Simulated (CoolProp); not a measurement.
Vapour-liquid equilibrium of R134a (1) + n-butane (2) at 12.1 bar; x and y are mole fractions of (1).

Computed with CoolProp (multi-fluid Helmholtz-energy mixture model, Tillner-Roth 1994 and Bücker 2006; pair parameters Bell 2016).

**Question.** Give the bubble temperature and the first vapour's composition at x = 0.05, 0.25, 0.35. Is there an azeotrope?

**Answer.** x = 0.05: 76.5 °C, y = 0.216; x = 0.25: 54.3 °C, y = 0.565; x = 0.35: 50.4 °C, y = 0.625. y crosses x between x = 0.75 and 0.85: the model has an azeotrope there.

The pair parameters rest on a limited set of measurements; away from them the model extrapolates. With so large a gap from Raoult's law the liquid may split in two, which this calculation doesn't test in full.
